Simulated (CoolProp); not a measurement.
Saturation properties of R124.

Model: reference Helmholtz-energy equation of state, de Vries 1995, in CoolProp.

| T (°C) | p (bar) | vapour density (kg/m³) | enthalpy of vaporisation (kJ/kg) |
|---|---|---|---|
| 16.35 | 2.903 | 18.08 | 151.5 |
| 23.15 | 3.613 | 22.34 | 147.6 |
| 29.85 | 4.433 | 27.29 | 143.7 |
| 36.65 | 5.402 | … | … |
| 43.45 | 6.523 | 40.09 | 135.1 |
| 50.15 | 7.788 | 48.05 | 130.4 |
| 56.95 | 9.251 | 57.47 | 125.5 |
| 63.75 | 10.91 | 68.52 | 120.1 |
| 70.55 | 12.78 | … | 114.4 |
| 77.25 | 14.85 | 96.60 | 108.3 |
| 84.05 | 17.19 | 114.9 | 101.4 |
| 90.85 | 19.80 | 137.1 | 93.76 |
| 97.65 | 22.71 | 164.6 | 85.04 |

Question: Some entries are withheld; supply them.

Answer: 
- 36.65, vapour density (kg/m³): 33.19
- 36.65, enthalpy of vaporisation (kJ/kg): 139.5
- 70.55, vapour density (kg/m³): 81.50

It boils at -12.0 °C under 1 atm.
